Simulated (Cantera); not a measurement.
Cantera run:

```python
import numpy as np
import cantera as ct

gas_names = """
    CL CL2 H HCL H2 Si SiCL SiCL2 SiCL3 SiCL4 SiH SiHCL3 SiH2 SiH2CL2 SiH3 SiH3CL SiH4 Si2 Si3
""".split()
cond_names = """
    Si(cr) Si(L)
""".split()


# ... load() reads the species with a 1 bar reference pressure and builds the phases ...
atoms = {
    'SiCl4': {'Si': 1, 'CL': 4},
    'HCl': {'H': 1, 'CL': 1},
    'H2': {'H': 2},
}
top_T = {}  # K; cautious upper limits of use, not melting points


# ... equilibrate(T, P, feed) seeds the gas with the atoms and calls Mixture.equilibrate('TP', solver="vcs", rtol=1e-11, max_steps=5000) ...
results = []
feed = {'SiCl4': 1, 'HCl': 5.8, 'H2': 1.9}  # mol
T = 950  # K
P = 330000  # Pa
mix = equilibrate(T, P, feed)
results.append((T, P, feed, dict(zip(mix.species_names, mix.species_moles))))
print(gas.report(threshold=0.001))
for i in range(1, mix.n_phases):
    print(f"{mix.phase(i).name:16s} {mix.phase_moles(i):12.5e} mol")
```

It prints:

```
       temperature   950 K
          pressure   3.3e+05 Pa
           density   1.8497 kg/m^3
  mean mol. weight   44.273 kg/kmol
   phase of matter   gas

                          1 kg             1 kmol
                     ---------------   ---------------
          enthalpy       -2.5508e+06       -1.1293e+08  J
   internal energy       -2.7293e+06       -1.2083e+08  J
           entropy              5241        2.3203e+05  J/K
    Gibbs function       -7.5298e+06       -3.3336e+08  J
 heat capacity c_p            894.92             39620  J/K
 heat capacity c_v            707.12             31306  J/K

                      mass frac. Y      mole frac. X     chem. pot. / RT
                     ---------------   ---------------   ---------------
               HCL           0.54914           0.66684           -35.047
                H2         0.0099368           0.21822           -17.708
             SiCL4            0.4404           0.11477           -130.26
     [  +16 minor]        0.00053241        0.00017405

Si(cr)            0.00000e+00 mol
```

Cantera equilibrium calculation (NASA polynomials, part measured and part estimated; ideal gas, pure solids and liquids).
